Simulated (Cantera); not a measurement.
A closed system holds: 1 mol Fe3O4, 3.3 mol C, 0.21 mol N2, at 2598 K and 133 Pa.

Method: chemical equilibrium by Gibbs-energy minimisation in Cantera with the NASA 1993 tables (ideal gas, pure condensed phases). Candidate condensed phases: C, Fe, Fe(CO)5, FeO, Fe2O3, Fe3O4; 27 gas species. The numbers say what is thermodynamically allowed, not how fast it happens.

Base state: CO 0.452, Fe 0.424, O 0.0538, N2 0.0298, CO2 0.0232, FeO 0.00836, O2 0.00726, NO 0.000981 (mole fractions); condensed: gas only.

Task: What changes in the equilibrium state with this change: temperature from 2598 K to 1448.15 K?

Result: 
```json
[
 {"species": "CO", "before": "0.452", "after": "0.805"},
 {"species": "CO2", "before": "0.0232", "after": "0.135"},
 {"species": "N2", "before": "0.0298", "after": "0.0598"},
 {"species": "Fe", "before": "0.424", "after": "3.59e-5"},
 {"species": "O", "before": "0.0538", "after": "<1e-9"},
 {"species": "O2", "before": "0.00726", "after": "<1e-9"},
 {"species": "FeO", "before": "0.00836", "after": "4.50e-8"},
 {"species": "NO", "before": "0.000981", "after": "5.67e-9"},
 {"species": "Fe(γ), mol", "before": "0", "after": "2.77"},
 {"species": "FeO(s), mol", "before": "0", "after": "0.227"}
]
```
Mutual solubility and eutectic melting of coexisting phases are not modelled. The tables' stoichiometric FeO is somewhat more stable than real wüstite, so its field is too wide. FeO: taken at fixed stoichiometry.
